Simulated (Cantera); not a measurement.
Input: 1 mol SiO2, 0.47 mol CH4, 0.039 mol CO, 3.8 mol C, at 2175 K and 1.00 bar.

These are equilibrium values from Cantera (NASA tables, ideal gas, pure condensed phases), not measurements of a reactor. Candidate condensed phases: C, C6H6, C7H8, C8H18, H2O, Si, SiC, SiO2; 123 gas species. Equilibrium is a limit: real reactors are often held back by kinetics, nucleation or transport.

Base state: CO 0.674, H2 0.313, SiO 0.00911, H 0.00273, C2H2 (acetylene) 0.000698, Si 2.87e-5, CH4 2.72e-5, H2O 1.31e-5 (mole fractions); condensed: C(graphite) + SiC(s).

What changes in the equilibrium state with this change: pressure from 1.00 bar to 0.100 bar?


```tsv
species	before	after
CO	0.674	0.672
H2	0.313	0.309
SiO	0.00911	0.00908
H	0.00273	0.00858
CH4	2.72e-5	2.65e-6
H2O	1.31e-5	1.29e-6
Si	2.87e-5	0.000287
C(graphite), mol	1.32	1.32
SiC(s), mol	0.973	0.972
```

What changes in the equilibrium state with this change: pressure from 1.00 bar to 2.40 bar?


| species | before | after |
|---|---|---|
| CO | 0.674 | 0.675 |
| H2 | 0.313 | 0.314 |
| SiO | 0.00911 | 0.00911 |
| H | 0.00273 | 0.00176 |
| CH4 | 2.72e-5 | 6.55e-5 |
| H2O | 1.31e-5 | 3.14e-5 |
| CO2 | 5.42e-6 | 1.30e-5 |
| Si | 2.87e-5 | 1.19e-5 |
| C(graphite), mol | 1.32 | 1.32 |
| SiC(s), mol | 0.973 | 0.973 |
